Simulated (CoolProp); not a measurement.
n-perfluorohexane at 373.7 K and 0.16 MPa is throttled through a valve to 0.068 MPa with no heat exchange. Each further row changes one setting.

Model: reference Helmholtz-energy equation of state, Gao 2022, in CoolProp.

```
case                        temperature change (K)  final density (kg/m³)
--------------------------  ----------------------  ---------------------
as stated                                     -1.3                   7.63
outlet pressure 0.0204 MPa                    -2.0                   2.25
outlet pressure 0.0884 MPa                    -1.0                   9.99
```
